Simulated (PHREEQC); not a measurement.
A solution holds 0.029 mol/kgw HF and 0.0031 mol/kgw NH4HF2, at 25 °C. Closed to the air; pH follows from the charge balance.

All values are PHREEQC results (ion-association model, wateq4f.dat), not measurements.

No solid was allowed to form.

### Question
Estimate the pH, ionic strength.

### Answer
pH 2.51; ionic strength 0.00644 mol/kgw.

### Question
In which forms is F present?

### Answer
HF 71 %, F- 17 %, H2F2 9.2 %, HF2- 3.2 % of the F.

Complexes and solids missing from the database can't appear. wateq4f.dat counts part of the HF as a dimer, H2F2, which phreeqc.dat doesn't know; its constant is uncertain.
